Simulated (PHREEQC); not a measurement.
1 kg of water holding 0.24 mol/kgw K2SO4, 0.032 mol/kgw KCl, 0.0042 mol/kgw K2CO3 and 0.0052 mol/kgw KHCO3 is evaporated at 25 °C; the solids stay in contact with the brine. CO2 is held at log p = -3.4 (atm). The run lets Arcanite, Kalicinite, Misenite, Sylvite precipitate or redissolve, and no other solid.

Base run: PHREEQC, Pitzer model, pitzer.dat. Each further column changes one thing. The table gives ionic strength.

```csv
H2O removed (mol),base,temperature from 25 to 5 °C,temperature from 25 to 50 °C
0,0.767,0.767,?
30.18,1.68,1.34,?
46.01,1.92,1.37,2.57
51.94,2.04,1.56,?
53.88,2.55,2.22,?
54.76,4.22,?,4.41
55.23,7.55,6.81,?
```

**Question.** Fill in the missing entries.

**Answer.** 
- 0, temperature from 25 to 50 °C: 0.768
- 30.18, temperature from 25 to 50 °C: 1.69
- 51.94, temperature from 25 to 50 °C: 2.63
- 53.88, temperature from 25 to 50 °C: 2.98
- 54.76, temperature from 25 to 5 °C: 4.07
- 55.23, temperature from 25 to 50 °C: 8.25

 Away from 25 °C the constants follow the database's enthalpies or fits; those with neither stay at their 25 °C values.
